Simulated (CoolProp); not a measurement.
n-butane at 293.15 K and 0.123 MPa is compressed adiabatically to 0.501 MPa with isentropic efficiency 0.85. Each further row changes one setting.

The numbers come from the reference Helmholtz-energy equation of state, Bücker 2006 in CoolProp.

```json
[
 {"case": "as stated", "work (kJ/kg)": "…", "final temperature (K)": "…", "final density (kg/m³)": "…"},
 {"case": "efficiency 1", "work (kJ/kg)": "…", "final temperature (K)": "…", "final density (kg/m³)": "11.8"},
 {"case": "efficiency 0.65", "work (kJ/kg)": "90.0", "final temperature (K)": "…", "final density (kg/m³)": "…"}
]
```

### Question
What belongs in the gaps?

### Answer

- as stated, work (kJ/kg): 68.8
- as stated, final temperature (K): 338.5
- as stated, final density (kg/m³): 11.6
- efficiency 1, work (kJ/kg): 58.5
- efficiency 1, final temperature (K): 333.3
- efficiency 0.65, final temperature (K): 348.9
- efficiency 0.65, final density (kg/m³): 11.1
